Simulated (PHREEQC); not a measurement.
Dissolve 100 mmol/kgw Cu(NO3)2, 18 mmol/kgw HBF4 and 0.405 mmol/kgw NaCl at 85 °C. Closed to the air; pH follows from the charge balance.

Computed with PHREEQC (ion-association model, wateq4f.dat).

This is a speciation only: nothing precipitates in the calculation.

Q: Order these B species by the share of B that they hold, largest first: BF3OH-, BF2(OH)2-, BF4-, H3BO3.

A: BF4- (70 %), H3BO3 (22 %), BF3OH- (5.0 %), BF2(OH)2- (3.1 %)

The pH is 1.95 and the ionic strength 0.314 mol/kgw. Away from 25 °C the constants follow the database's enthalpies or fits; those with neither stay at their 25 °C values. Real BF4- forms and hydrolyses slowly; the run takes it at equilibrium.
